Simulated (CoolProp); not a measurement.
Properties of octamethylcyclotetrasiloxane (D4) along the isotherm 620 K.

Model: reference Helmholtz-energy equation of state, Thol 2015, in CoolProp.

```tsv
p (MPa)	phase	density (kg/m³)	cp (kJ/(kg K))	cv (kJ/(kg K))
0.0213	gas	1.231	2.040	2.011
0.0359	gas	2.081	2.041	2.011
0.0607	gas	3.538	2.042	2.012
0.102	gas	6.000	2.045	2.013
0.173	gas	10.34	2.049	2.014
0.292	gas	17.95	2.058	2.017
0.492	gas	31.84	2.076	2.022
0.83	gas	59.49	2.121	2.033
1.4	supercritical	128.2	2.322	2.058
2.37	supercritical	387.2	2.817	2.085
3.99	supercritical	511.1	2.396	2.064
6.74	supercritical	576.0	2.300	2.055
```
